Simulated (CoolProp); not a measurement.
Carbonyl sulfide at several states: density (kg/m³) from the reference equation and from simpler models built on Tc = 105.6 °C, pc = 6.369 MPa, ω = 0.098; each cubic takes its own stable root.

Computed with CoolProp (reference Helmholtz-energy equation of state, Lemmon 2006). It is a short technical equation, of lower accuracy than the large ones.

| T (°C) | p (MPa) | phase | reference |
|---|---|---|---|
| 270.95 | 2.35 | gas | 32.43 |
| 49.15 | 0.123 | gas | 2.787 |
| 151.55 | 0.03 | gas | 0.5109 |
| 159.55 | 1.42 | gas | 24.98 |

**Question.** How far does each simpler model (ideal gas, van der Waals, Redlich-Kwong, Soave-Redlich-Kwong, Peng-Robinson) lie from the reference over these 4 states: mean and median of the absolute difference, and the worst?

**Answer.** 
- ideal gas: mean 2.5 %, median 2.4 %, worst -5.1 % at 159.55 °C and 1.42 MPa
- van der Waals: mean 0.3 %, median 0.2 %, worst +0.7 % at 270.95 °C and 2.35 MPa
- Redlich-Kwong: mean 0.1 %, median 0.1 %, worst +0.4 % at 270.95 °C and 2.35 MPa
- Soave-Redlich-Kwong: mean 0.1 %, median 0.0 %, worst -0.2 % at 270.95 °C and 2.35 MPa
- Peng-Robinson: mean 0.4 %, median 0.4 %, worst +0.8 % at 159.55 °C and 1.42 MPa
